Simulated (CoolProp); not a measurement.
Properties of acetone along the isobar 12 MPa.

The numbers come from the reference Helmholtz-energy equation of state, Lemmon 2006 in CoolProp. It is a short technical equation, of lower accuracy than the large ones.

| T (K) | phase | density (kg/m³) | Joule-Thomson coefficient (K/MPa) | isothermal compressibility (1/MPa) |
|---|---|---|---|---|
| 316.1 | liquid | 777.3 | -0.3404 | ? |
| 344.1 | liquid | 747.2 | -0.2973 | 0.001652 |
| 372.1 | liquid | 715.8 | ? | 0.002157 |
| 400.1 | liquid | 682.5 | -0.1695 | 0.002894 |
| 428.1 | liquid | 646.6 | -0.07121 | ? |
| 456.1 | liquid | 607.3 | ? | 0.005854 |
| 484.2 | liquid | 563.1 | 0.2832 | 0.009082 |
| 512.2 | supercritical | 512.3 | ? | 0.01530 |

### Question
What belongs in the gaps?

### Answer

- 316.1, isothermal compressibility (1/MPa): 0.001293
- 372.1, Joule-Thomson coefficient (K/MPa): -0.2419
- 428.1, isothermal compressibility (1/MPa): 0.004021
- 456.1, Joule-Thomson coefficient (K/MPa): 0.06911
- 512.2, Joule-Thomson coefficient (K/MPa): 0.6339
